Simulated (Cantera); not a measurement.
Mixture: CH4 : CO : O2 : N2 = 1 : 0.14 : 1.72 : 6.9 (molar parts), equivalence ratio 1.2, at 2700000 Pa, adiabatic and at constant pressure. Ignition delay is the time to a rise of 400 K.

Detailed kinetics in Cantera: GRI-Mech 3.0 (53 species, 325 reactions). The pressure lies above the range GRI-Mech 3.0 was tuned for (to about 10 atm).

Q: Predict: delay at 1175 K; delay at 1275 K; delay at 1375 K; delay at 1475 K; apparent activation energy between 1425 and 1525 K.

A: 
```json
{
 "delay at 1175 K": "3.16 ms",
 "delay at 1275 K": "0.915 ms",
 "delay at 1375 K": "0.310 ms",
 "delay at 1475 K": "0.117 ms",
 "apparent activation energy between 1425 and 1525 K": "170 kJ/mol"
}
```
